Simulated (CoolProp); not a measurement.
A simple Rankine cycle with R124: condensing at 329.15 K, boiler at 2.06 MPa, turbine inlet 368 K, turbine efficiency 0.9, pump efficiency 0.8, no recuperator. Each further row changes one setting.

The numbers come from the reference Helmholtz-energy equation of state, de Vries 1995 in CoolProp.

| case | thermal efficiency (%) | net work (kJ/kg) | heat in (kJ/kg) | turbine exit temperature (K) | volume ratio over the turbine |
|---|---|---|---|---|---|
| as stated | 7.4 | 10.5 | 141 | 334.2 | 2.59 |
| turbine inlet 388 K | 7.5 | 12.4 | 165 | 357.7 | 2.44 |
| condensing temperature 321.15 K | 8.9 | 13.5 | 151 | 327.4 | 3.21 |
| boiler pressure 1.44 MPa | 4.6 | 7.01 | 154 | 351.6 | 1.64 |
| turbine efficiency 0.8 | 6.5 | 9.23 | 141 | 335.6 | 2.61 |
